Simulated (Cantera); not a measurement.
A closed system holds: 1 mol TiN, 0.011 mol C, 2.7 mol H2, held at 2352 °C and 6.90 Pa.

Equilibrium computed with Cantera from the NASA thermochemical tables; the gas is ideal and each condensed phase is pure. Candidate condensed phases: C, C6H6, C7H8, C8H18, Ti, TiC, TiN; 93 gas species. Rates play no part.

Base state: H 0.755, Ti 0.148, N2 0.0736, H2 0.0218, C 0.000747, CN 0.000545, HCN 0.000230, HNC 3.09e-5 (mole fractions); condensed: gas only.

Question: What changes in the equilibrium state with this change: C from 0.011 to 0.024 mol?

Answer: 
```
species    before    after
-------  --------  -------
H           0.755    0.754
Ti          0.148    0.148
N2         0.0736   0.0731
C        0.000747  0.00150
CN       0.000545  0.00109
H2         0.0218   0.0218
C3        1.00e-5  8.21e-5
C2        1.57e-5  6.38e-5
C2H       4.53e-6  1.84e-5
```

Question: What changes in the equilibrium state with this change: temperature from 2352 °C to 2152 °C?

Answer: 
```
species       before    after
-----------  -------  -------
H              0.755    0.667
Ti             0.148    0.158
H2            0.0218   0.0957
N2            0.0736   0.0793
C2           1.57e-5  7.22e-7
C3           1.00e-5  4.82e-7
TiC(s), mol        0  0.00777
```
TiC: taken at fixed stoichiometry.
